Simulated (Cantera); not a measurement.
Cantera run:

```python
import numpy as np
import cantera as ct

gas_names = """
    CL CL2 Fe FeCL FeCL2 FeCL3 Fe2CL4 Fe2CL6 H HCL H2
""".split()
cond_names = """
    Fe(a) Fe(c) Fe(d) Fe(L) FeCL2(s) FeCL2(L) FeCL3(s) FeCL3(L)
""".split()


# ... load() reads the species with a 1 bar reference pressure and builds the phases ...
atoms = {
    'FeCl2': {'Fe': 1, 'CL': 2},
    'H2': {'H': 2},
    'HCl': {'H': 1, 'CL': 1},
}
top_T = {}  # K; cautious upper limits of use, not melting points


# ... equilibrate(T, P, feed) seeds the gas with the atoms and calls Mixture.equilibrate('TP', solver="vcs", rtol=1e-11, max_steps=5000) ...
results = []
feed = {'FeCl2': 1, 'H2': 25, 'HCl': 0.096}  # mol
T = 825  # K
P = 100000  # Pa
mix = equilibrate(T, P, feed)
results.append((T, P, feed, dict(zip(mix.species_names, mix.species_moles))))
print(gas.report(threshold=1e-05))
for i in range(1, mix.n_phases):
    print(f"{mix.phase(i).name:16s} {mix.phase_moles(i):12.5e} mol")
```

It prints:

```
       temperature   825 K
          pressure   1e+05 Pa
           density   0.059633 kg/m^3
  mean mol. weight   4.0905 kg/kmol
   phase of matter   gas

                          1 kg             1 kmol
                     ---------------   ---------------
          enthalpy        2.4305e+06         9.942e+06  J
   internal energy        7.5358e+05        3.0825e+06  J
           entropy             40523        1.6576e+05  J/K
    Gibbs function       -3.1001e+07       -1.2681e+08  J
 heat capacity c_p            7277.3             29768  J/K
 heat capacity c_v            5244.7             21454  J/K

                      mass frac. Y      mole frac. X     chem. pot. / RT
                     ---------------   ---------------   ---------------
             FeCL2         0.0069086        0.00022296           -67.678
            Fe2CL4         0.0013741        2.2173e-05           -135.36
               HCL            0.5282          0.059263           -40.098
                H2           0.46352           0.94049           -17.111
     [   +7 minor]        1.2562e-06         3.169e-08

Fe(a)             7.17062e-01 mol
FeCL2(s)          2.76035e-01 mol
FeCL3(L)          0.00000e+00 mol
```

Equilibrium computed with Cantera from the NASA thermochemical tables; the gas is ideal and each condensed phase is pure.
